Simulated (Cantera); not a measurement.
Cantera with NASA thermochemical tables; ideal gases at 1 bar, condensed phases pure. Values are per mole of reaction as written; species without (g) are pure solids or liquids, kept so even where they would boil at 1 bar. TaC: taken at fixed stoichiometry.

Question: Between 300 and 2450 K, where is each reaction favourable under standard conditions?
- TaC + 2 CH₄(g) = Ta + C₃H₈(g)

Answer: 
- TaC + 2 CH₄(g) = Ta + C₃H₈(g): ΔG° is 220 kJ at 300 K and 441 kJ at 2450 K; it stays positive (K < 1). ΔH° is 185 kJ and ΔS° -104 J/K at 2450 K.
